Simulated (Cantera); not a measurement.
Feed: 1 mol B₂O₃, 7 mol O₂, 20 mol N₂, held at 0.00133 bar.

Equilibrium computed with Cantera from the NASA thermochemical tables; the gas is ideal and each condensed phase is pure. Candidate condensed phases: B, BN, B₂O₃; 17 gas species. Kinetics and transport are ignored.

Question: What share of the B ends up in condensed phases as a function of T (K), at 1150, 1200, 1250, 1300, 1350, 1400, 1450, 1500, 1550?

Answer: 
| T (K) | B condensed (%) | as |
|---|---|---|
| 1150 | 100.0 | B₂O₃(l) |
| 1200 | 100.0 | B₂O₃(l) |
| 1250 | 99.9 | B₂O₃(l) |
| 1300 | 99.6 | B₂O₃(l) |
| 1350 | 98.5 | B₂O₃(l) |
| 1400 | 94.9 | B₂O₃(l) |
| 1450 | 84.1 | B₂O₃(l) |
| 1500 | 53.8 | B₂O₃(l) |
| 1550 | 0.0 | - |
